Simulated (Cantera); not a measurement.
Charge: 1 mol CF4, a varied amount of H2, 0.035 mol HCl, equilibrated at 900 K and 0.260 bar.

These are equilibrium values from Cantera (NASA tables, ideal gas, pure condensed phases), not measurements of a reactor. Candidate condensed phases: C, C6H6, C7H8, C8H18; 118 gas species. The numbers say what is thermodynamically allowed, not how fast it happens.

### Question
At 4.9 mol H2, list the 4 most abundant gas species with their mole fractions, and the condensed phases.

### Answer
HF 0.584, H2 0.398, CH4 0.0128, HCl 0.00511. Condensed: C(graphite).
